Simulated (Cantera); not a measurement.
## Thermodynamics of hydrogen reduction and annealing atmospheres, feed V₂O₃ + H₂

Charge: 1 mol V₂O₃, 22 mol H₂, equilibrated at 2148 K.

Cantera equilibrium calculation (NASA polynomials, part measured and part estimated; ideal gas, pure solids and liquids). Candidate condensed phases: H₂O, V, VO, V₂O₃, V₂O₄, V₂O₅; 12 gas species. VO: taken at fixed stoichiometry. The numbers say what is thermodynamically allowed, not how fast it happens.

At 10.0 Pa nothing is condensed. From 42.0 Pa to 10.0 bar the condensed part is VO(l). The main V-bearing gas is VO₂ throughout. The share of V in condensed phases is highest at 10.0 bar (100.0 %) and lowest at 10.0 Pa (0.0 %).

```
P (Pa)    x H₂      x H    x H₂O     x VO₂      x VO  n VO(l)
-------  -----  -------  -------  --------  --------  -------
10       0.602    0.323  0.00418    0.0338    0.0326        0
42       0.745    0.176  0.00530    0.0361    0.0340   0.0669
180      0.859   0.0910   0.0176    0.0243   0.00794     1.22
750      0.908   0.0459   0.0333    0.0104   0.00190     1.72
3200     0.932   0.0225   0.0417   0.00298  0.000446     1.92
13000    0.944   0.0112   0.0443  0.000771  0.000110     1.98
56000    0.949  0.00543   0.0451  0.000181   2.55e-5     2.00
240000   0.952  0.00262   0.0453   4.23e-5   5.95e-6     2.00
1000000  0.953  0.00129   0.0454   1.02e-5   1.43e-6     2.00
```
x: gas mole fraction; n: condensed amount in mol.
